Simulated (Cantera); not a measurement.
A closed system holds: 1 mol Fe(CO)5, 0.13 mol O2, 6.6 mol H2, equilibrated at 1573.15 K and 0.470 bar.

Method: chemical equilibrium by Gibbs-energy minimisation in Cantera with the NASA 1993 tables (ideal gas, pure condensed phases). Candidate condensed phases: C, C6H6, C7H8, C8H18, Fe, Fe(CO)5, FeO, Fe(OH)2, Fe(OH)3, Fe2O3, Fe3O4, H2O; 114 gas species. The numbers say what is thermodynamically allowed, not how fast it happens.

Base state: H2 0.551, CO 0.426, H2O 0.0177, CO2 0.00473, H 4.41e-5 (mole fractions); condensed: Fe(γ).

Task: What changes in the equilibrium state with this change: H2 from 6.6 to 0.13 mol?

Result: 
```json
[
 {"species": "CO", "before": "0.426", "after": "0.927"},
 {"species": "CO2", "before": "0.00473", "after": "0.0474"},
 {"species": "H2", "before": "0.551", "after": "0.0221"},
 {"species": "H2O", "before": "0.0177", "after": "0.00327"},
 {"species": "H", "before": "4.41e-5", "after": "8.83e-6"},
 {"species": "Fe(γ), mol", "before": "1.000", "after": "1.000"}
]
```
